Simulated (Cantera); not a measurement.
An isothermal, constant-pressure homogeneous reactor starts with C2H6 : H2 = 1 : 4.1 (molar parts), at 1975 K and 101000 Pa. Integrator tolerance rtol = 1e-08.

Cantera simulation using GRI-Mech 3.0 (53 species, 325 reactions); the numbers are that mechanism's predictions, not measurements. GRI-Mech 3.0 stops at C3 and has no aromatics, soot or wall deposition, so with more carbon than oxygen in the feed, carbon stays in small species such as C2H2 where larger ones or solid carbon would form.

Problem. What does this change do: pressure from 101000 Pa to 52.0 Pa?

Solution. 
```json
[
 {"quantity": "x(C2H6) at 30.0 s", "before": "4.49e-7 (gas-phase equilibrium 4.49e-7)", "after": "<1e-12 (gas-phase equilibrium <1e-12)"},
 {"quantity": "x(H2) at 30.0 s", "before": "0.854 (gas-phase equilibrium 0.854)", "after": "0.822 (gas-phase equilibrium 0.809)"},
 {"quantity": "x(C2H4) at 30.0 s", "before": "0.000922 (gas-phase equilibrium 0.000922)", "after": "6.61e-7 (gas-phase equilibrium 4.44e-7)"},
 {"quantity": "x(C2H2) at 30.0 s", "before": "0.138 (gas-phase equilibrium 0.138)", "after": "0.138 (gas-phase equilibrium 0.137)"},
 {"quantity": "x(CH3) at 30.0 s", "before": "0.000154 (gas-phase equilibrium 0.000154)", "after": "5.45e-6 (gas-phase equilibrium 3.29e-6)"},
 {"quantity": "x(C2H) at 30.0 s", "before": "3.50e-6 (gas-phase equilibrium 3.50e-6)", "after": "0.000116 (gas-phase equilibrium 0.000158)"},
 {"quantity": "x(H) at 30.0 s", "before": "0.00127 (gas-phase equilibrium 0.00127)", "after": "0.0402 (gas-phase equilibrium 0.0544)"}
]
```
Radical loss at walls, strong at low pressure, is not modelled.
